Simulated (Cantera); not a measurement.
Input: 1 mol Cr, 0.39 mol O2, 5.2 mol N2, held at 22.0 mbar.

Equilibrium computed with Cantera from the NASA thermochemical tables; the gas is ideal and each condensed phase is pure. Candidate condensed phases: Cr, CrN, Cr2N, Cr2O3; 14 gas species. Equilibrium is a limit: real reactors are often held back by kinetics, nucleation or transport.

x: gas mole fraction; n: condensed amount in mol.

| T (°C) | x N2 | x Cr | x CrO | x CrO2 | x O | x NO | n Cr2O3(s) |
|---|---|---|---|---|---|---|---|
| 1802 | 0.915 | 0.0839 | 0.00150 | 1.28e-5 | 6.42e-7 | 1.80e-6 | 0.257 |
| 1852 | 0.914 | 0.0835 | 0.00261 | 3.67e-5 | 2.14e-6 | 4.78e-6 | 0.255 |
| 1902 | 0.913 | 0.0828 | 0.00444 | 0.000100 | 6.75e-6 | 1.22e-5 | 0.251 |
| 1952 | 0.911 | 0.0817 | 0.00734 | 0.000262 | 2.03e-5 | 2.98e-5 | 0.245 |
| 2002 | 0.907 | 0.0801 | 0.0118 | 0.000657 | 5.84e-5 | 7.04e-5 | 0.235 |
| 2052 | 0.902 | 0.0778 | 0.0186 | 0.00158 | 0.000161 | 0.000161 | 0.218 |
| 2102 | 0.892 | 0.0747 | 0.0285 | 0.00369 | 0.000431 | 0.000358 | 0.188 |
| 2152 | 0.876 | 0.0710 | 0.0428 | 0.00833 | 0.00111 | 0.000771 | 0.138 |
| 2202 | 0.846 | 0.0675 | ___ | ___ | ___ | ___ | ___ |
| 2252 | 0.831 | 0.0680 | 0.0704 | 0.0216 | 0.00486 | 0.00237 | 0 |
| 2302 | 0.828 | 0.0702 | 0.0696 | 0.0196 | 0.00720 | 0.00301 | 0 |
| 2352 | 0.824 | 0.0732 | 0.0682 | 0.0174 | 0.0103 | 0.00371 | 0 |
| 2402 | 0.819 | 0.0770 | 0.0660 | ___ | ___ | ___ | 0 |
| 2452 | 0.814 | 0.0813 | 0.0632 | 0.0125 | 0.0191 | 0.00518 | 0 |

Problem. Some entries are withheld; supply them.

Solution. 
- 2402, x CrO2: 0.0149
- 2402, x O: 0.0143
- 2402, x NO: 0.00445
- 2202, x CrO: 0.0630
- 2202, x CrO2: 0.0182
- 2202, x O: 0.00277
- 2202, x NO: 0.00160
- 2202, n Cr2O3(s): 0.0432
